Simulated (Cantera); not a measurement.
## Ti + H2O (titanium nitride, carbide and oxide coatings)

Input: 1 mol Ti, 0.13 mol H2O, equilibrated at 69000 Pa.

These are equilibrium values from Cantera (NASA tables, ideal gas, pure condensed phases), not measurements of a reactor. Candidate condensed phases: H2O, Ti, TiO, TiO2, Ti2O3, Ti3O5, Ti4O7; 12 gas species. Each liquid is taken as pure. Mutual solubility and eutectic melting of coexisting phases are not modelled. TiO: taken at fixed stoichiometry. Condensed phases not in the tables: N, O or C dissolved in the metal. The numbers say what is thermodynamically allowed, not how fast it happens.

```
T (K)  log p H2  log p H  log p Ti  log p TiO  log p H2O  log p OH  log p TiO2  n Ti(β)  n TiO(s)  n Ti(l)  n TiO(l)
-----  --------  -------  --------  ---------  ---------  --------  ----------  -------  --------  -------  --------
1173      -0.16    -7.01      <-12       <-12     -11.18      <-12        <-12    0.870     0.130        0         0
1248      -0.16    -6.41      <-12       <-12     -10.40      <-12        <-12    0.870     0.130        0         0
1323      -0.16    -5.88    -11.11       <-12      -9.72      <-12        <-12    0.870     0.130        0         0
1398      -0.16    -5.41    -10.14       <-12      -9.12      <-12        <-12    0.870     0.130        0         0
1473      -0.16    -4.98     -9.26     -11.41      -8.59      <-12        <-12    0.870     0.130        0         0
1548      -0.16    -4.59     -8.47     -10.43      -8.10      <-12        <-12    0.870     0.130        0         0
1623      -0.16    -4.24     -7.76      -9.54      -7.67      <-12        <-12    0.870     0.130        0         0
1698      -0.16    -3.92     -7.11      -8.74      -7.27      <-12        <-12    0.870     0.130        0         0
1773      -0.16    -3.63     -6.51      -8.01      -6.91    -11.59        <-12    0.870     0.130        0         0
1848      -0.16    -3.36     -5.97      -7.34      -6.58    -10.91      -11.66    0.870     0.130        0         0
1923      -0.16    -3.11     -5.47      -6.73      -6.28    -10.29      -10.87    0.870     0.130        0         0
1998      -0.16    -2.88     -5.01      -6.17      -5.99     -9.71      -10.13        0     0.130    0.870         0
2073      -0.16    -2.66     -4.60      -5.67      -5.75     -9.19       -9.49        0         0    0.870     0.130
2148      -0.16    -2.46     -4.22      -5.22      -5.54     -8.73       -8.92        0         0    0.870     0.130
```
log p: log10 of the partial pressure in bar; n: condensed amount in mol.

From 1173 K to 1923 K the condensed part is Ti(β) + TiO(s). At 1998 K the condensed part is Ti(l) + TiO(s). From 2073 K to 2148 K the condensed part is Ti(l) + TiO(l).
